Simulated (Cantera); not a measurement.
**Low-pressure radical oxidation in H2/O2**

A perfectly stirred reactor is fed with H₂ : O₂ = 0.071 : 1 (molar parts), at 0.00700 bar; it is held at 1198 K, and followed from long to short residence time.

Model: GRI-Mech 3.0 (53 species, 325 reactions), integrated in Cantera. Radical loss at walls, strong at low pressure, is not modelled. The temperature is held fixed by assumption; the heat of reaction is taken as removed at once.

```csv
τ (s),x H₂,x O₂,x H₂O₂,x OH,x O
24,5.45e-5,0.930,3.27e-8,0.000705,0.000947
5.7,0.000135,0.928,4.54e-8,0.00113,0.00242
1.3,0.000331,0.924,5.75e-8,0.00181,0.00614
0.31,0.000747,0.916,6.51e-8,0.00273,0.0138
0.074,0.00155,0.902,6.91e-8,0.00378,0.0251
0.017,0.00331,0.892,8.06e-8,0.00486,0.0327
0.0040,0.00864,0.893,1.16e-7,0.00621,0.0301
```
x: mole fraction; the columns are a selection and need not sum to one.
